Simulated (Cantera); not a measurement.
An isothermal, constant-pressure homogeneous reactor starts with NO : N2 = 1 : 0.79 (molar parts), at 2025 K and 10.00 Torr. Integrator tolerance rtol = 1e-08.

Cantera simulation using GRI-Mech 3.0 (53 species, 325 reactions); the numbers are that mechanism's predictions, not measurements. Radical loss at walls, strong at low pressure, is not modelled.

**Question.** What does this change do: temperature 2025 to 1673 K?

**Answer.** 
```csv
quantity,before,after
x(NO) at 8.00 s,0.247 (gas-phase equilibrium 0.00893),0.553 (gas-phase equilibrium 0.00288)
x(N2) at 8.00 s,0.596 (gas-phase equilibrium 0.715),0.444 (gas-phase equilibrium 0.719)
x(O) at 8.00 s,0.00285 (gas-phase equilibrium 0.00368),3.40e-5 (gas-phase equilibrium 0.000154)
x(NO2) at 8.00 s,3.96e-5 (gas-phase equilibrium 1.94e-6),2.83e-5 (gas-phase equilibrium 1.28e-6)
x(N2O) at 8.00 s,1.40e-5 (gas-phase equilibrium 5.51e-8),0.000103 (gas-phase equilibrium 1.87e-8)
x(O2) at 8.00 s,0.154 (gas-phase equilibrium 0.273),0.00252 (gas-phase equilibrium 0.278)
```

**Question.** What does this change do: N2 0.79 to 0.47 parts?

**Answer.** 
| quantity | before | after |
|---|---|---|
| x(NO) at 8.00 s | 0.247 (gas-phase equilibrium 0.00893) | 0.266 (gas-phase equilibrium 0.00944) |
| x(N2) at 8.00 s | 0.596 (gas-phase equilibrium 0.715) | 0.526 (gas-phase equilibrium 0.654) |
| x(O) at 8.00 s | 0.00285 (gas-phase equilibrium 0.00368) | 0.00327 (gas-phase equilibrium 0.00406) |
| x(NO2) at 8.00 s | 3.96e-5 (gas-phase equilibrium 1.94e-6) | 4.93e-5 (gas-phase equilibrium 2.27e-6) |
| x(N2O) at 8.00 s | 1.40e-5 (gas-phase equilibrium 5.51e-8) | 1.51e-5 (gas-phase equilibrium 5.57e-8) |
| x(O2) at 8.00 s | 0.154 (gas-phase equilibrium 0.273) | 0.205 (gas-phase equilibrium 0.333) |
